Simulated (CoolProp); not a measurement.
Values from CoolProp's reference Helmholtz-energy equation of state, Akasaka 2022.

Q: Give the vapour pressure (bar), liquid density (kg/m³), vapour density (kg/m³), enthalpy of vaporisation (kJ/kg) of saturated R1233zd(E) at 363.9 K.

A: 
```json
[
 {"T (K)": "363.9", "p (bar)": "8.49", "liquid density (kg/m³)": "1080", "vapour density (kg/m³)": "45.1", "enthalpy of vaporisation (kJ/kg)": "150"}
]
```
